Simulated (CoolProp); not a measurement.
Properties of octamethyltrisiloxane (MDM) along the isotherm 279.65 °C.

Model: reference Helmholtz-energy equation of state, Thol 2017, in CoolProp.

```
p (MPa)   phase  density (kg/m³)  cv (kJ/(kg K))  expansivity (1/kK)
-------  ------  ---------------  --------------  ------------------
0.24        gas            13.20           2.022               2.323
0.479       gas            28.54           2.034               3.127
0.719       gas            47.58           2.049               4.585
0.958       gas            73.79           2.071               8.088
1.44     liquid            447.8           2.104               9.856
1.68     liquid            462.6           2.098               7.439
1.92     liquid            473.7           2.095               6.180
2.16     liquid            482.7           2.092               5.383
```
